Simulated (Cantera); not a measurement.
What does this Cantera script print?

```python
import numpy as np
import cantera as ct

gas_names = """
    P4 NO P4O10 N
""".split()
cond_names = """

""".split()


# ... load() reads the species with a 1 bar reference pressure and builds the phases ...
species = {s.name: s for s in load("nasa_gas.yaml", gas_names) + load("nasa_condensed.yaml", cond_names)}
# Each term lists the table entries of one substance; the one whose range holds T is used.
reactions = {
    'P4(g) + 10 NO(g) = P4O10(g) + 10 N(g)':
        [(-1, ['P4']), (-10, ['NO']), (1, ['P4O10']), (10, ['N'])],
}


def pick(names, T):
    return next(species[n] for n in names if species[n].thermo.min_temp <= T <= species[n].thermo.max_temp)


results = []
for label, terms in reactions.items():
    print(label)
    print("     T/K   dH/kJ  dS/(J/K)   dG/kJ   log10 K")
    for T in [1175, 1325, 1475, 1625, 1775]:
        used = [(nu, pick(names, T)) for nu, names in terms]
        dH = sum(nu * s.thermo.h(T) for nu, s in used) / 1e6
        dS = sum(nu * s.thermo.s(T) for nu, s in used) / 1e3
        dG = dH - T * dS / 1e3
        logK = -dG * 1e6 / (ct.gas_constant * T * np.log(10))
        results.append((label, T, dH, dS, dG, logK, [s.name for _, s in used]))
        print(f"{T:8g} {dH:8.1f} {dS:8.1f} {dG:8.1f} {logK:8.2f}")
```

It prints:

```
P4(g) + 10 NO(g) = P4O10(g) + 10 N(g)
     T/K   dH/kJ  dS/(J/K)   dG/kJ   log10 K
    1175    925.3   -342.4   1327.6   -59.02
    1325    938.9   -331.5   1378.2   -54.33
    1475    952.4   -321.9   1427.1   -50.54
    1625    965.6   -313.3   1474.8   -47.40
    1775    978.6   -305.7   1521.2   -44.76
```

Source: NASA polynomial tables (part measured, part estimated), evaluated in Cantera. Condensed species are held in their standard states even where they would react or evaporate.
